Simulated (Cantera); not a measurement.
Equilibrium for calcination and drying: LiOH + H2 + O2

Feed: 1 mol LiOH, 2.8 mol H2, 2 mol O2, held at 1600 °C and 188 Torr.

Cantera equilibrium calculation (NASA polynomials, part measured and part estimated; ideal gas, pure solids and liquids). Candidate condensed phases: H2O, Li, LiH, LiOH, Li2O; 17 gas species. The numbers say what is thermodynamically allowed, not how fast it happens.

| Property | Result |
|---|---|
| x(H2O) | 0.634 |
| x(LiOH) | 0.225 |
| x(O2) | 0.136 |
| x(OH) | 0.00336 |
| x(Li2O) | 0.000384 |
| x(H2) | 0.000357 |
| x(Li2(OH)2) | 0.000315 |
| x(O) | 0.000174 |
| x(Li) | 0.000148 |
| gas amount | 4.404 mol |
| log10 activity of Li2O(l) (absent) | -1.06 |
| log10 activity of Li(l) (absent) | -5.06 |
